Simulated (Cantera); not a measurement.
Input: 1 mol B₂O₃, 0.84 mol NH₃, equilibrated at 1127 °C and 0.000790 bar.

Equilibrium computed with Cantera from the NASA thermochemical tables; the gas is ideal and each condensed phase is pure. Mutual solubility and eutectic melting of coexisting phases are not modelled. Equilibrium is a limit: real reactors are often held back by kinetics, nucleation or transport.

```
species         before     after
------------  --------  --------
H₂               0.739     0.748
N₂               0.248     0.249
H₂O           0.000349   0.00175
HBO₂           0.00621   0.00126
HBO            0.00369  0.000151
B₂O₂          0.000184   3.05e-7
BO             2.26e-5   8.34e-8
B₂O₃           0.00304   2.50e-5
H             0.000149   1.36e-5
BN(s), mol     0.00160   0.00259
B₂O₃(l), mol     0.985     0.997
```
Gas species are given as mole fractions.

Q: Which change was made?
(A) temperature from 1127 °C to 602 °C
(B) temperature from 1127 °C to 1925 °C
(C) temperature from 1127 °C to 1727 °C
(D) pressure from 0.000790 bar to 0.0960 bar

A: D, pressure from 0.000790 bar to 0.0960 bar. Gases not in the tables: H₃BO₃
